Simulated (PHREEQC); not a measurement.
Make-up at 25 °C: 0.0073 mol HCl and 0.012 mol NiSO4 per kg of water. Closed to the air; pH follows from the charge balance.

Model: ion-association model, wateq4f.dat, run in PHREEQC.

The ionic strength comes out as 0.0395 mol/kgw. What activity coefficients do NiCl+, HSO4-, SO4-2, Ni+2, Ni(SO4)2-2 get?

NiCl+ 0.83, HSO4- 0.84, SO4-2 0.49, Ni+2 0.49, Ni(SO4)2-2 0.49.

Precipitation was switched off in this run. Species that the database lacks are ignored.
